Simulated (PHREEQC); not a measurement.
Consider water at 90 °C with 40 mmol/kgw HF, 0.26 mmol/kgw H2SiF6, 26 mmol/kgw HBF4 and 0.36 mmol/kgw HNO3. Closed to the air; pH follows from the charge balance.

Computed with PHREEQC (ion-association model, phreeqc.dat).

This is a speciation only: nothing precipitates in the calculation.

Task: Estimate the pH.

Result: pH 1.64.

Task: In which forms is Si present?

Result: SiF6-2 93 %, H4SiO4 7.3 % of the Si.

Complexes and solids missing from the database can't appear. Away from 25 °C the constants follow the database's enthalpies or fits; those with neither stay at their 25 °C values. SiF6-2 is the database's only silicon fluoride. Real BF4- forms and hydrolyses slowly; the run takes it at equilibrium.
